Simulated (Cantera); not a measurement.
Gas mixture: 18.4 % O₂, 81.6 % NO, at 520 Pa, frozen composition.

Cantera's kinetic-theory transport with the Lennard-Jones parameters of GRI-Mech 3.0, ideal gas; thermal conductivity in the mixture-averaged form. The composition is frozen, though it would react at the higher temperatures.

D: mixture-averaged diffusion coefficient of that species in the mixture.

| T (K) | ρ (kg/m³) | cp (J/kg/K) | μ (µPa s) | λ (mW/m/K) | Pr | D (cm²/s) C₂H₂ | D (cm²/s) CO₂ | D (cm²/s) OH |
|---|---|---|---|---|---|---|---|---|
| 400 | 0.00475 | 987.5 | 23.6 | 32.7 | 0.712 | 53.9 | 51.0 | 101 |
| 550 | 0.00345 | 1020 | … | … | 0.707 | … | … | … |
| 700 | 0.00271 | 1060 | 34.7 | 51.9 | 0.707 | 143 | 136 | 261 |
| 850 | 0.00223 | 1096 | 39.4 | 61.0 | 0.709 | 199 | 189 | 361 |
| 1000 | 0.00190 | 1125 | 43.8 | 69.5 | 0.709 | 262 | 249 | 474 |
| 1150 | 0.00165 | 1144 | 48.0 | … | 0.707 | … | … | … |
| 1300 | 0.00146 | 1162 | 52.0 | 85.5 | 0.707 | 406 | 387 | 733 |
| 1450 | 0.00131 | 1177 | 55.8 | 93.0 | 0.706 | 487 | 465 | 878 |

Problem. What belongs in the gaps?

Solution. 
- 550, μ (µPa s): 29.4
- 550, λ (mW/m/K): 42.5
- 550, D (cm²/s) C₂H₂: 94.4
- 550, D (cm²/s) CO₂: 89.5
- 550, D (cm²/s) OH: 174
- 1150, λ (mW/m/K): 77.7
- 1150, D (cm²/s) C₂H₂: 331
- 1150, D (cm²/s) CO₂: 315
- 1150, D (cm²/s) OH: 598
